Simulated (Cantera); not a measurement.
Charge: 1 mol SiCl4, 2.3 mol NH3, 9.5 mol N2, at 1425 °C and 83.0 Pa.

Cantera equilibrium calculation (NASA polynomials, part measured and part estimated; ideal gas, pure solids and liquids). Candidate condensed phases: NH4Cl, Si, Si3N4; 28 gas species. The tables' values for SiCl3, SiCl are old estimates; treat these amounts as uncertain. Equilibrium is a limit: real reactors are often held back by kinetics, nucleation or transport.

Base state: N2 0.660, H2 0.152, HCl 0.123, SiCl2 0.0612, H 0.00195, Cl 0.00123, SiCl3 0.000452, SiCl 0.000202 (mole fractions); condensed: gas only.

Problem. What changes in the equilibrium state with this change: 0.17 mol H2O added?

Solution. 
```
species    before     after
-------  --------  --------
N2          0.660     0.647
H2          0.152     0.149
HCl         0.123     0.141
SiCl2      0.0612    0.0497
SiO             0    0.0103
Si       0.000135   8.24e-5
SiCl     0.000202  0.000142
Cl        0.00123   0.00142
SiCl3    0.000452  0.000425
H         0.00195   0.00193
```
Further candidate phases: H2O, SiO2, Si2N2O.
